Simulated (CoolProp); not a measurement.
Model: reference Helmholtz-energy equation of state, Lemmon 2006, in CoolProp. It is a short technical equation, of lower accuracy than the large ones.

Problem. For C2F6 (R116), give the phase and the cp (kJ/(kg K)), speed of sound (m/s), Prandtl number at 208.6 K and 0.0328 MPa; 405.8 K and 0.648 MPa.

Solution. 
- 208.6 K and 0.0328 MPa: gas; cp 0.620, speed of sound 117, Prandtl number 0.736
- 405.8 K and 0.648 MPa: gas; cp 0.929, speed of sound 159, Prandtl number 0.763

Viscosity comes from a separate model (Huber 2003), an estimate that may be off by 10 % or more. Thermal conductivity comes from a separate model (Huber 2003), an estimate that may be off by 10 % or more.
